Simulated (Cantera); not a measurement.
A Cantera script and what it prints.

```python
import numpy as np
import cantera as ct

gas_names = """
    CL CL2 H HCL H2 Si SiCL SiCL2 SiCL3 SiCL4 SiH SiHCL3 SiH2 SiH2CL2 SiH3 SiH3CL SiH4 Si2 Si3
""".split()
cond_names = """
    Si(cr) Si(L)
""".split()


# ... load() reads the species with a 1 bar reference pressure and builds the phases ...
atoms = {
    'Si2Cl6': {'Si': 2, 'CL': 6},
    'Cl2': {'CL': 2},
    'H2': {'H': 2},
}
top_T = {}  # K; cautious upper limits of use, not melting points


# ... equilibrate(T, P, feed) seeds the gas with the atoms and calls Mixture.equilibrate('TP', solver="vcs", rtol=1e-11, max_steps=5000) ...
results = []
feed = {'Si2Cl6': 1, 'Cl2': 0.0034, 'H2': 11}  # mol
T = 1173  # K
P = 133.322  # Pa
mix = equilibrate(T, P, feed)
results.append((T, P, feed, dict(zip(mix.species_names, mix.species_moles))))
print(gas.report(threshold=0.0001))
for i in range(1, mix.n_phases):
    print(f"{mix.phase(i).name:16s} {mix.phase_moles(i):12.5e} mol")
```

Output:

```
       temperature   1173 K
          pressure   133.32 Pa
           density   0.00028219 kg/m^3
  mean mol. weight   20.643 kg/kmol
   phase of matter   gas

                          1 kg             1 kmol
                     ---------------   ---------------
          enthalpy       -1.0505e+06       -2.1684e+07  J
   internal energy       -1.5229e+06       -3.1437e+07  J
           entropy             12937        2.6705e+05  J/K
    Gibbs function       -1.6225e+07       -3.3493e+08  J
 heat capacity c_p            1755.4             36235  J/K
 heat capacity c_v            1352.6             27921  J/K

                      mass frac. Y      mole frac. X     chem. pot. / RT
                     ---------------   ---------------   ---------------
               HCL            0.2518           0.14257            -42.73
                H2           0.07283           0.74573            -24.83
             SiCL2           0.29731          0.062001           -64.636
             SiCL3          0.091894           0.01411           -94.952
             SiCL4           0.26055          0.031659           -125.27
            SiHCL3          0.025321         0.0038592           -107.37
     [  +13 minor]         0.0002966        6.3795e-05

Si(cr)            4.99910e-01 mol
```

These are equilibrium values from Cantera (NASA tables, ideal gas, pure condensed phases), not measurements of a reactor. The feed counts by its element totals alone. The tables' values for SiCl3 are old estimates; treat these amounts as uncertain.
